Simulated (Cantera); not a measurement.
A Cantera script and what it prints.

```python
import numpy as np
import cantera as ct

gas_names = """
    H HO2 H2 H2O H2O2 H2S H2SO4 O OH O2 O3 S SH SO SO2 SO3 S2 S2O S8
""".split()
cond_names = """
    H2O(s) H2O(L) H2SO4(L) S(cr1) S(cr2) S(L)
""".split()


# ... load() reads the species with a 1 bar reference pressure and builds the phases ...
atoms = {
    'H2O': {'H': 2, 'O': 1},
    'O2': {'O': 2},
    'SO2': {'S': 1, 'O': 2},
}
top_T = {}  # K; cautious upper limits of use, not melting points


# ... equilibrate(T, P, feed) seeds the gas with the atoms and calls Mixture.equilibrate('TP', solver="vcs", rtol=1e-11, max_steps=5000) ...
results = []
feed = {'H2O': 1, 'O2': 0.046, 'SO2': 0.011}  # mol
P = 140000  # Pa
for T in [800, 850, 900, 950, 1000, 1050, 1100, 1150]:
    mix = equilibrate(T, P, feed)
    results.append((T, P, feed, dict(zip(mix.species_names, mix.species_moles))))
    x = sorted(zip(gas.X, gas.species_names), reverse=True)
    print(f"T = {T:g} K  P = {P:g} Pa  gas = {mix.phase_moles(0):.4g} mol")
    print("   x: " + "  ".join(f"{s} {v:.3e}" for v, s in x if v > 1e-05))
    print("   condensed (mol): " + ("  ".join(f"{mix.phase(i).name} {mix.phase_moles(i):.4g}"
          for i in range(1, mix.n_phases) if mix.phase_moles(i) > 1e-12) or "none"))
```

It prints:

```
T = 800 K  P = 140000 Pa  gas = 1.051 mol
   x: H2O 9.505e-01  O2 3.906e-02  SO3 8.627e-03  SO2 1.071e-03  H2SO4 7.658e-04
   condensed (mol): none
T = 850 K  P = 140000 Pa  gas = 1.052 mol
   x: H2O 9.499e-01  O2 3.964e-02  SO3 7.841e-03  SO2 2.304e-03  H2SO4 3.074e-04
   condensed (mol): none
T = 900 K  P = 140000 Pa  gas = 1.053 mol
   x: H2O 9.491e-01  O2 4.044e-02  SO3 6.334e-03  SO2 3.986e-03  H2SO4 1.208e-04
   condensed (mol): none
T = 950 K  P = 140000 Pa  gas = 1.054 mol
   x: H2O 9.483e-01  O2 4.128e-02  SO2 5.750e-03  SO3 4.635e-03  H2SO4 4.662e-05
   condensed (mol): none
T = 1000 K  P = 140000 Pa  gas = 1.055 mol
   x: H2O 9.476e-01  O2 4.200e-02  SO2 7.236e-03  SO3 3.169e-03  H2SO4 1.801e-05
   condensed (mol): none
T = 1050 K  P = 140000 Pa  gas = 1.056 mol
   x: H2O 9.471e-01  O2 4.251e-02  SO2 8.315e-03  SO3 2.096e-03
   condensed (mol): none
T = 1100 K  P = 140000 Pa  gas = 1.056 mol
   x: H2O 9.467e-01  O2 4.286e-02  SO2 9.034e-03  SO3 1.377e-03
   condensed (mol): none
T = 1150 K  P = 140000 Pa  gas = 1.057 mol
   x: H2O 9.465e-01  O2 4.308e-02  SO2 9.496e-03  SO3 9.147e-04
   condensed (mol): none
```

Equilibrium computed with Cantera from the NASA thermochemical tables; the gas is ideal and each condensed phase is pure.
